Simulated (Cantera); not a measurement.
A perfectly stirred reactor is fed with H2 : O2 = 0.032 : 1 (molar parts), equivalence ratio 0.016, at 10.00 Torr; it is held at 1448 K, and followed from long to short residence time.

Model: GRI-Mech 3.0 (53 species, 325 reactions), integrated in Cantera. Radical loss at walls, strong at low pressure, is not modelled.

One state of this run: x H2 = 0.00101; x O2 = 0.943; x OH = 0.00466; x H2O = 0.0266; x H2O2 = 3.02e-8; x O = 0.0226; x H = 0.00227. x: mole fraction; the columns are a selection and need not sum to one.

### Question
Which value of τ (s) does it belong to?
A) 0.51
B) 1.2
C) 0.0083
D) 0.22

### Answer
C, 0.0083
